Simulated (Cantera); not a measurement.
An isothermal, constant-pressure homogeneous reactor starts with 0.566 % CO, 2.11 % O2, 1.44 % H2O, 95.9 % N2, equivalence ratio 0.13, at 1173 K and 458 Torr.

Computed with Cantera and GRI-Mech 3.0 (53 species, 325 reactions).

x: mole fraction; the columns are a selection and need not sum to one.

| t (s) | x CO | x O2 | x H2O | x N2O | x HO2 |
|---|---|---|---|---|---|
| 0.000200 | 0.00566 | 0.0211 | 0.0144 | <1e-12 | 1.32e-11 |
| 0.000397 | 0.00566 | 0.0211 | 0.0144 | <1e-12 | 6.20e-11 |
| 0.000790 | 0.00566 | 0.0211 | 0.0144 | <1e-12 | 4.29e-10 |
| 0.00157 | 0.00566 | 0.0211 | 0.0144 | 1.23e-12 | 5.01e-9 |
| 0.00312 | 0.00566 | 0.0211 | 0.0144 | 6.07e-11 | 2.48e-7 |
| 0.00620 | (withheld) | 0.0206 | 0.0142 | 2.51e-8 | 3.52e-6 |
| 0.0123 | (withheld) | 0.0191 | 0.0143 | 1.40e-7 | 2.93e-6 |
| 0.0245 | (withheld) | 0.0185 | 0.0144 | 2.08e-7 | 1.63e-6 |
| 0.0487 | (withheld) | 0.0184 | 0.0144 | 2.45e-7 | 6.70e-7 |
| 0.0968 | (withheld) | 0.0183 | 0.0144 | 2.65e-7 | 2.12e-7 |
| 0.192 | (withheld) | 0.0183 | 0.0144 | 2.73e-7 | 5.82e-8 |
| 0.382 | (withheld) | 0.0183 | 0.0144 | 2.72e-7 | 1.54e-8 |
| 0.760 | (withheld) | 0.0183 | 0.0144 | 2.64e-7 | 4.34e-9 |
| 1.51 | (withheld) | 0.0183 | 0.0144 | 2.44e-7 | 1.49e-9 |
| 3.00 | (withheld) | 0.0183 | 0.0144 | 2.07e-7 | 7.73e-10 |

Q: Complete the blanks.

A: 
- 0.00620, x CO: 0.00485
- 0.0123, x CO: 0.00175
- 0.0245, x CO: 0.000508
- 0.0487, x CO: 0.000135
- 0.0968, x CO: 3.33e-5
- 0.192, x CO: 7.64e-6
- 0.382, x CO: 1.62e-6
- 0.760, x CO: 3.07e-7
- 1.51, x CO: 4.72e-8
- 3.00, x CO: 5.54e-9
